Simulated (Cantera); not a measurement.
Feed: 1 mol H2S, 0.02 mol SO2, 14 mol N2, at 1775 K and 10.0 mbar.

Equilibrium computed with Cantera from the NASA thermochemical tables; the gas is ideal and each condensed phase is pure. Candidate condensed phases: H2O, H2SO4, S; 35 gas species. The numbers say what is thermodynamically allowed, not how fast it happens.

Base state: N2 0.902, H2 0.0598, S2 0.0307, H2O 0.00223, SH 0.00174, H2S 0.00123, S 0.00106, H 0.000708 (mole fractions); condensed: gas only.

Task: What changes in the equilibrium state with this change: H2S replaced by H2O?

Result: 
```tsv
species	before	after
N2	0.902	0.931
H2O	0.00223	0.0650
SO2	2.98e-5	0.00132
H2	0.0598	0.00127
S2	0.0307	<1e-9
H2S	0.00123	<1e-9
O2	<1e-9	0.000474
```

Task: What changes in the equilibrium state with this change: temperature from 1775 K to 1248.15 K?

Result: 
| species | before | after |
|---|---|---|
| N2 | 0.902 | 0.908 |
| H2 | 0.0598 | 0.0495 |
| S2 | 0.0307 | 0.0266 |
| H2S | 0.00123 | 0.0127 |
| H | 0.000708 | 1.04e-6 |
| S | 0.00106 | 1.99e-6 |
| SO | 0.000280 | 1.56e-6 |
| SO2 | 2.98e-5 | 1.03e-6 |
Gases not in the tables: S3 to S7.
